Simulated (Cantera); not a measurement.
A Cantera script and its output.

```python
import numpy as np
import cantera as ct

gas = ct.Solution("SiF4_NH3_mec.yaml", "gas")
gas.TPX = 1523, 3000, {'NH3': 1, 'N2': 0.15}
reactor = ct.IdealGasConstPressureReactor(gas, energy="off", clone=False)
net = ct.ReactorNet([reactor])
net.rtol, net.atol = 1e-08, 1e-18
show = ['NH3', 'N2H4', 'NH2', 'N', 'H', 'H2']
times = np.geomspace(0.0002, 20, 11)

steps = ct.SolutionArray(gas, extra=["t"])
rows = []
print(f"{'t/s':>10s}{'T/K':>9s}{'P/Pa':>11s}" + "".join(f"{s:>11s}" for s in show))
for t in times:
    while net.time < t:
        t_next = net.step()
        steps.append(gas.state, t=t_next)
    rows.append([np.interp(t, steps.t, y) for y in (steps.T, steps.P, *steps(*show).X.T)])
    print(f"{t:10.3e}{rows[-1][0]:9.1f}{rows[-1][1]:11.4g}" + "".join(f"{x:11.3e}" for x in rows[-1][2:]))
rate = np.gradient(steps.T, steps.t)
print("integrator steps:", len(steps.t))
if steps.T.max() > steps.T[0] + 200:
    print(f"time of steepest temperature rise: {steps.t[rate.argmax()]:.4e} s")
gas.TPX = 1523, 3000, {'NH3': 1, 'N2': 0.15}
gas.equilibrate("TP")
print(f"equilibrium (TP): T = {gas.T:.1f} K  " + "  ".join(f"{s} {gas[s].X[0]:.3e}" for s in show))
```

It prints:

```
       t/s      T/K       P/Pa        NH3       N2H4        NH2          N          H         H2
 2.000e-04   1523.0       3000  8.696e-01  7.611e-15  1.136e-07  2.675e-19  1.566e-09  5.601e-08
 6.325e-04   1523.0       3000  8.696e-01  1.695e-13  3.626e-07  1.224e-17  1.566e-09  1.805e-07
 2.000e-03   1523.0       3000  8.696e-01  2.571e-12  1.150e-06  6.484e-16  1.567e-09  5.744e-07
 6.325e-03   1523.0       3000  8.696e-01  2.981e-11  3.636e-06  3.035e-14  1.582e-09  1.827e-06
 2.000e-02   1523.0       3000  8.695e-01  3.108e-10  1.147e-05  6.937e-13  1.776e-09  6.063e-06
 6.325e-02   1523.0       3000  8.695e-01  3.051e-09  3.573e-05  6.008e-12  4.033e-09  2.883e-05
 2.000e-01   1523.0       3000  8.691e-01  1.741e-08  8.538e-05  7.288e-11  2.729e-08  3.201e-04
 6.325e-01   1523.0       3000  8.670e-01  2.146e-08  9.481e-05  3.304e-10  1.151e-07  2.033e-03
 2.000e+00   1523.0       3000  8.601e-01  2.084e-08  9.341e-05  1.107e-09  3.806e-07  7.548e-03
 6.325e+00   1523.0       3000  8.389e-01  1.939e-08  9.010e-05  3.194e-09  1.187e-06  2.452e-02
 2.000e+01   1523.0       3000  7.777e-01  1.668e-08  8.357e-05  6.620e-09  3.536e-06  7.367e-02
integrator steps: 658
equilibrium (TP): T = 1523.0 K  NH3 5.481e-07  N2H4 9.483e-20  NH2 1.982e-10  N 3.431e-13  H 1.122e-04  H2 6.976e-01
```

Model: the gas-phase N/H chemistry of the illustrative SiF4/NH3 mechanism in the Surface Chemkin manual (1991), integrated in Cantera. Walls and surfaces, which speed up NH3 decomposition in real reactors, are not modelled.
